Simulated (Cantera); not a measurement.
A perfectly stirred reactor is fed with CH4 : C2H6 : O2 : N2 = 1 : 0.042 : 2.33 : 8.77 (molar parts), equivalence ratio 0.92, at 375 Torr; it is adiabatic with a 650 K inlet, and is followed from long to short residence time, starting on the burning branch (τ in s: 0.13, 0.057, 0.025, 0.011, 0.0047, 0.002, 0.00088, 0.00038, 0.00017, 7.2e-05, 3.1e-05).

Detailed kinetics in Cantera: GRI-Mech 3.0 (53 species, 325 reactions).

**Question.** Predict: blow-out, bracketed by the residence times tried; x(CH4) at τ = 0.130 s; x(C2H6) at τ = 0.130 s; x(O2) at τ = 0.130 s; x(OH) at τ = 0.130 s; x(CO2) at τ = 0.130 s; x(CH4) at τ = 2.00 ms; x(C2H6) at τ = 2.00 ms; x(O2) at τ = 2.00 ms; x(OH) at τ = 2.00 ms; x(CO2) at τ = 2.00 ms.

**Answer.** 
| Item | Result |
|---|---|
| blow-out, bracketed by the residence times tried | burning at 72.0 µs, out at 31.0 µs |
| x(CH4) at τ = 0.130 s | 2.05e-6 |
| x(C2H6) at τ = 0.130 s | 1.10e-8 |
| x(O2) at τ = 0.130 s | 0.0195 |
| x(OH) at τ = 0.130 s | 0.00709 |
| x(CO2) at τ = 0.130 s | 0.0763 |
| x(CH4) at τ = 2.00 ms | 5.97e-5 |
| x(C2H6) at τ = 2.00 ms | 5.96e-7 |
| x(O2) at τ = 2.00 ms | 0.0289 |
| x(OH) at τ = 2.00 ms | 0.0109 |
| x(CO2) at τ = 2.00 ms | 0.0624 |
